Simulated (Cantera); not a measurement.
**Equilibrium for aluminium nitride and oxide growth: AlCl3 + O2 + N2**

Feed: 1 mol AlCl3, 5.3 mol O2, 420 mol N2, held at 10000 Pa.

These are equilibrium values from Cantera (NASA tables, ideal gas, pure condensed phases), not measurements of a reactor. Candidate condensed phases: Al, AlCl3, AlN, Al2O3; 24 gas species. Equilibrium is a limit: real reactors are often held back by kinetics, nucleation or transport.

```
T (°C)   x N2     x O2      x Cl     x Cl2      x NO       x O    x ClO   x AlOCl  n Al2O3(s)
------  -----  -------  --------  --------  --------  --------  -------  --------  ----------
752     0.986   0.0107  0.000104   0.00347   1.03e-5  1.08e-10  1.98e-7    <1e-12       0.500
852     0.986   0.0107  0.000375   0.00333   2.68e-5   1.51e-9  5.61e-7    <1e-12       0.500
952     0.985   0.0106   0.00106   0.00299   5.94e-5   1.37e-8  1.29e-6    <1e-12       0.500
1052    0.985   0.0106   0.00236   0.00234  0.000117   8.97e-8  2.43e-6  8.13e-12       0.500
1152    0.984   0.0106   0.00413   0.00145  0.000208   4.51e-7  3.65e-6  1.36e-10       0.500
1252    0.983   0.0105   0.00567  0.000675  0.000344   1.83e-6  4.37e-6   1.31e-9       0.500
1352    0.982   0.0104   0.00649  0.000261  0.000534   6.27e-6  4.43e-6   8.23e-9       0.500
1452    0.982   0.0102   0.00682   9.72e-5  0.000785   1.86e-5  4.17e-6   3.87e-8       0.500
1552    0.982   0.0101   0.00694   3.82e-5   0.00110   4.87e-5  3.83e-6   1.49e-7       0.500
1652    0.982  0.00984   0.00698   1.62e-5   0.00149  0.000115  3.50e-6   4.91e-7       0.500
1752    0.981  0.00954   0.00700   7.44e-6   0.00195  0.000250  3.20e-6   1.43e-6       0.500
1852    0.981  0.00916   0.00700   3.66e-6   0.00247  0.000500  2.93e-6   3.75e-6       0.499
```
x: gas mole fraction; n: condensed amount in mol.

From 752 °C to 1852 °C the condensed part is Al2O3(s).
